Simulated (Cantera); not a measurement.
What does this Cantera script print?

```python
import numpy as np
import cantera as ct

gas = ct.Solution("gri30.yaml")
gas.TPX = 1950, 2000, {'CH4': 1, 'H2': 1.3}
inlet = ct.Reservoir(gas, clone=True)

reactor = ct.IdealGasConstPressureReactor(gas, energy="off", clone=False)
exhaust = ct.Reservoir(gas, clone=True)
tau = [1.3, 0.58, 0.25, 0.11, 0.049, 0.021, 0.0094, 0.0041, 0.0018, 0.00079][0]
for a, b in ((inlet, reactor), (reactor, exhaust)):
    ct.MassFlowController(a, b, mdot=lambda t: reactor.mass / tau)
net = ct.ReactorNet([reactor])
show = ['CH4', 'H2', 'CH3', 'C2H4', 'H']

rows = []
print(f"{'tau/s':>10s}{'T/K':>9s}" + "".join(f"{s:>11s}" for s in show))
for tau in [1.3, 0.58, 0.25, 0.11, 0.049, 0.021, 0.0094, 0.0041, 0.0018, 0.00079]:
    net.initial_time = 0.0
    net.advance(30 * tau)
    before = gas.X
    net.advance(40 * tau)
    drift = np.max(np.abs(gas.X - before) / (gas.X + 1e-9))
    rows.append([gas.T, *gas[show].X, drift])
    print(f"{tau:10.3e}{gas.T:9.1f}" + "".join(f"{x:11.3e}" for x in gas[show].X))
```

Output:

```
     tau/s      T/K        CH4         H2        CH3       C2H4          H
 1.300e+00   1950.0  9.305e-03  8.371e-01  1.114e-03  5.653e-05  5.072e-03
 5.800e-01   1950.0  1.618e-02  8.329e-01  1.697e-03  1.043e-04  4.429e-03
 2.500e-01   1950.0  2.823e-02  8.250e-01  2.599e-03  2.255e-04  3.862e-03
 1.100e-01   1950.0  4.716e-02  8.123e-01  3.872e-03  5.038e-04  3.406e-03
 4.900e-02   1950.0  7.566e-02  7.930e-01  5.605e-03  1.105e-03  3.020e-03
 2.100e-02   1950.0  1.196e-01  7.632e-01  7.973e-03  2.394e-03  2.643e-03
 9.400e-03   1950.0  1.777e-01  7.238e-01  1.058e-02  4.563e-03  2.270e-03
 4.100e-03   1950.0  2.561e-01  6.713e-01  1.290e-02  7.448e-03  1.815e-03
 1.800e-03   1950.0  3.465e-01  6.130e-01  1.275e-02  7.949e-03  1.228e-03
 7.900e-04   1950.0  4.123e-01  5.742e-01  7.931e-03  2.876e-03  5.970e-04
```

Cantera simulation using GRI-Mech 3.0 (53 species, 325 reactions); the numbers are that mechanism's predictions, not measurements. GRI-Mech 3.0 stops at C3 and has no aromatics, soot or wall deposition, so with more carbon than oxygen in the feed, carbon stays in small species such as C2H2 where larger ones or solid carbon would form. Radical loss at walls, strong at low pressure, is not modelled.
